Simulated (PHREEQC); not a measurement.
# Spent oxide etchant: speciation

Solution (20 °C): 0.28 mol NH4HF2 and 0.024 mol H2SiF6 per kg of water. Closed to the air; pH follows from the charge balance.

All values are PHREEQC results (ion-association model, phreeqc.dat), not measurements.

Each row changes one thing in this solution. This is a speciation only: nothing precipitates in the calculation.

| case | pH | ionic strength (mol/kgw) | HF (mol/kgw) | F- (mol/kgw) | HF2- (mol/kgw) | NH3 (mol/kgw) | SI of Quartz (SiO2) |
|---|---|---|---|---|---|---|---|
| as made | 2.71 | 0.306 | 0.221 | 0.130 | 0.104 | 3.38e-8 | -11.39 |
| H2SiF6 from 0.024 to 0.036 mol/kgw | 2.58 | 0.319 | 0.249 | 0.111 | 0.100 | 2.53e-8 | -11.28 |
| diluted 2-fold with water | … | 0.154 | 0.125 | 0.0809 | 0.0370 | 2.38e-8 | -10.18 |
| H2SiF6 from 0.024 to 0.0048 mol/kgw | 2.90 | 0.286 | 0.180 | 0.164 | 0.108 | 5.38e-8 | -11.92 |
| NH4HF2 from 0.28 to 0.252 mol/kgw | 2.69 | 0.279 | 0.208 | 0.118 | 0.0890 | 3.03e-8 | -11.18 |
| diluted 100-fold with water | 3.18 | 0.00374 | 0.00255 | … | 2.81e-5 | 1.57e-9 | -2.04 |
| NH4HF2 from 0.28 to 0.056 mol/kgw | 2.15 | 0.0885 | 0.0913 | 0.0124 | 0.00415 | 2.33e-9 | -7.64 |
| temperature from 20 to 55 °C | 2.96 | 0.305 | 0.215 | 0.121 | 0.112 | 5.83e-7 | -9.32 |

Q: What belongs in the gaps?

A: 
- diluted 2-fold with water, pH: 2.80
- diluted 100-fold with water, F- (mol/kgw): 0.00300

Complexes and solids missing from the database can't appear. Away from 25 °C the constants follow the database's enthalpies or fits; those with neither stay at their 25 °C values. SiF6-2 is the database's only silicon fluoride.
